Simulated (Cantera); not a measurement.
Charge: 1 mol CH4, 0.007 mol O2, 2.9 mol CO2, at 133 Pa.

Equilibrium computed with Cantera from the NASA thermochemical tables; the gas is ideal and each condensed phase is pure. Candidate condensed phases: C, C6H6, C7H8, C8H18, H2O; 110 gas species. Equilibrium is a limit: real reactors are often held back by kinetics, nucleation or transport. All values below are at 2523 K.

Base state: CO 0.466, H 0.216, H2 0.0806, O 0.0624, H2O 0.0622, CO2 0.0575, OH 0.0355, O2 0.0197 (mole fractions); condensed: gas only.

Question: What changes in the equilibrium state with this change: CH4 replaced by C3H8?

Answer: 
| species | before | after |
|---|---|---|
| CO | 0.466 | 0.497 |
| H | 0.216 | 0.322 |
| H2 | 0.0806 | 0.179 |
| O | 0.0624 | 1.23e-9 |
| CO2 | 0.0575 | 1.21e-9 |
| OH | 0.0355 | 1.04e-9 |
| H2O | 0.0622 | 2.72e-9 |
| O2 | 0.0197 | <1e-9 |
| C2H2 (acetylene) | <1e-9 | 0.00213 |
| C3 | <1e-9 | 0.000531 |
| C2H | <1e-9 | 0.000289 |
| C | <1e-9 | 0.000171 |
| C2 | <1e-9 | 4.92e-5 |
| C(graphite), mol | 0 | 0.00694 |
